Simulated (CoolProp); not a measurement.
Saturation properties of c-C4F8 (RC318).

The numbers come from the reference Helmholtz-energy equation of state, Platzer 1990 in CoolProp. This equation is an older, rougher fit; its heat capacities, sound speeds and derivatives of the liquid may be far off and weren't checked against measurements.

```json
[
 {"T (°C)": "-14.45", "p (MPa)": "0.07036", "liquid density (kg/m³)": "1645", "liquid viscosity (µPa s)": "668", "liquid conductivity (mW/(m K))": "74.4"},
 {"T (°C)": "2.85", "p (MPa)": "0.1440", "liquid density (kg/m³)": "1583", "liquid viscosity (µPa s)": "506", "liquid conductivity (mW/(m K))": "70.6"},
 {"T (°C)": "20.15", "p (MPa)": "0.2668", "liquid density (kg/m³)": "1518", "liquid viscosity (µPa s)": "389", "liquid conductivity (mW/(m K))": "66.5"},
 {"T (°C)": "37.45", "p (MPa)": "0.4569", "liquid density (kg/m³)": "1446", "liquid viscosity (µPa s)": "302", "liquid conductivity (mW/(m K))": "61.9"},
 {"T (°C)": "54.75", "p (MPa)": "0.7342", "liquid density (kg/m³)": "1367", "liquid viscosity (µPa s)": "235", "liquid conductivity (mW/(m K))": "57.0"},
 {"T (°C)": "71.95", "p (MPa)": "1.119", "liquid density (kg/m³)": "1275", "liquid viscosity (µPa s)": "181", "liquid conductivity (mW/(m K))": "52.0"},
 {"T (°C)": "89.25", "p (MPa)": "1.642", "liquid density (kg/m³)": "1158", "liquid viscosity (µPa s)": "134", "liquid conductivity (mW/(m K))": "46.8"},
 {"T (°C)": "106.55", "p (MPa)": "2.339", "liquid density (kg/m³)": "975.6", "liquid viscosity (µPa s)": "88.6", "liquid conductivity (mW/(m K))": "42.2"}
]
```

It boils at -6.0 °C under 1 atm.

Viscosity comes from a separate model (Huber 2003), an estimate that may be off by 10 % or more. Thermal conductivity comes from a separate model (Huber 2003), an estimate that may be off by 10 % or more.
